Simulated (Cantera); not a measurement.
Mixture: H2 : O2 : N2 = 1 : 0.538 : 2.02 (molar parts), equivalence ratio 0.93, at 100000 Pa, adiabatic and at constant volume. Ignition delay is the time to a rise of 400 K.

Detailed kinetics in Cantera: GRI-Mech 3.0 (53 species, 325 reactions). Below about 950 K walls govern HO2 and H2O2 in real vessels.

Question: Predict: delay at 875 K; delay at 975 K; delay at 1075 K; delay at 1175 K; apparent activation energy between 1125 and 1225 K.

Answer: 
| Quantity | Result |
|---|---|
| delay at 875 K | 0.659 s |
| delay at 975 K | 0.672 ms |
| delay at 1075 K | 0.107 ms |
| delay at 1175 K | 51.5 µs |
| apparent activation energy between 1125 and 1225 K | 68 kJ/mol |
